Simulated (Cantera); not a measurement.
Feed: 1 mol SiH₂Cl₂, 0.1 mol NH₃, 24 mol N₂, held at 45.0 Pa.

Cantera equilibrium calculation (NASA polynomials, part measured and part estimated; ideal gas, pure solids and liquids). Candidate condensed phases: NH₄Cl, Si, Si₃N₄; 28 gas species. The tables' values for SiCl, SiCl₃ are old estimates; treat these amounts as uncertain. Kinetics and transport are ignored. All values below are at 1600 K.

Base state: N₂ 0.917, H₂ 0.0345, SiCl₂ 0.0287, HCl 0.0188, H 0.000476, Cl 0.000206, Si 0.000175, SiCl 0.000124 (mole fractions); condensed: Si₃N₄(s).

What changes in the equilibrium state with this change: NH₃ from 0.1 to 5.4 mol?


| species | before | after |
|---|---|---|
| N₂ | 0.917 | 0.722 |
| H₂ | 0.0345 | 0.234 |
| HCl | 0.0188 | 0.0298 |
| SiCl₂ | 0.0287 | 0.0124 |
| SiCl₃ | 8.43e-5 | 2.21e-5 |
| H | 0.000476 | 0.00124 |
| Cl | 0.000206 | 0.000125 |
| SiCl | 0.000124 | 8.80e-5 |
| Si₃N₄(s), mol | 0.0809 | 0.179 |
